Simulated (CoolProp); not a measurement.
Vapour-liquid equilibrium of nitrogen (1) + carbon monoxide (2) at 1.51 MPa; x and y are mole fractions of (1).

Model: multi-fluid Helmholtz-energy mixture model, Span 2000 and Lemmon 2006; pair parameters Gernert 2013, in CoolProp.

**Question.** Give the bubble temperature and the first vapour's composition at x = 0.125, 0.725, 0.875. Is there an azeotrope?

**Answer.** x = 0.125: -158.0 °C, y = 0.151; x = 0.725: -161.5 °C, y = 0.760; x = 0.875: -162.2 °C, y = 0.892. No azeotrope shows between x = 0.05 and 0.95.

The pair parameters rest on a limited set of measurements; away from them the model extrapolates.
